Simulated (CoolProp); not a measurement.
o-xylene along the isobar 4.17 MPa: fugacity coefficient from the reference equation and from simpler models built on Tc = 357.1 °C, pc = 3.737 MPa, ω = 0.312; each cubic takes its own stable root.

Values from CoolProp's reference Helmholtz-energy equation of state, Zhou 2012.

```json
[
 {"T (°C)": "132.45", "phase": "liquid", "reference": "0.01991", "van der Waals": "0.1327", "Redlich-Kwong": "0.04252", "Soave-Redlich-Kwong": "0.02029", "Peng-Robinson": "0.02004"},
 {"T (°C)": "163.05", "phase": "liquid", "reference": "0.04265", "van der Waals": "0.1848", "Redlich-Kwong": "0.07861", "Soave-Redlich-Kwong": "0.04405", "Peng-Robinson": "0.04303"},
 {"T (°C)": "193.65", "phase": "liquid", "reference": "0.08037", "van der Waals": "0.2453", "Redlich-Kwong": "0.1303", "Soave-Redlich-Kwong": "0.08393", "Peng-Robinson": "0.08137"},
 {"T (°C)": "224.35", "phase": "liquid", "reference": "0.1368", "van der Waals": "0.3133", "Redlich-Kwong": "0.1985", "Soave-Redlich-Kwong": "0.1440", "Peng-Robinson": "0.1390"},
 {"T (°C)": "254.95", "phase": "liquid", "reference": "0.2134", "van der Waals": "0.3868", "Redlich-Kwong": "0.2814", "Soave-Redlich-Kwong": "0.2258", "Peng-Robinson": "0.2173"},
 {"T (°C)": "285.55", "phase": "liquid", "reference": "0.3099", "van der Waals": "0.4640", "Redlich-Kwong": "0.3762", "Soave-Redlich-Kwong": "0.3286", "Peng-Robinson": "0.3160"},
 {"T (°C)": "316.25", "phase": "liquid", "reference": "0.4236", "van der Waals": "0.5430", "Redlich-Kwong": "0.4789", "Soave-Redlich-Kwong": "0.4482", "Peng-Robinson": "0.4311"},
 {"T (°C)": "346.85", "phase": "liquid", "reference": "0.5460", "van der Waals": "0.6198", "Redlich-Kwong": "0.5816", "Soave-Redlich-Kwong": "0.5739", "Peng-Robinson": "0.5525"}
]
```
